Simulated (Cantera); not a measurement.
**Ignition delay**

Mixture: H2 : O2 : N2 = 1 : 1.09 : 5.65 (molar parts), equivalence ratio 0.46, at 1.10 bar, adiabatic and at constant volume. Ignition delay is the time to a rise of 400 K.

Model: GRI-Mech 3.0 (53 species, 325 reactions), integrated in Cantera. Where the delays flatten at high temperature, the 400 K rule measures the pace of heat release, not the induction time.

| T0 (K) | delay (ms) |
|---|---|
| 1198 | 0.0588 |
| 1273 | 0.0427 |
| 1348 | 0.0340 |
| 1423 | 0.0293 |
| 1498 | 0.0269 |
| 1573 | 0.0261 |
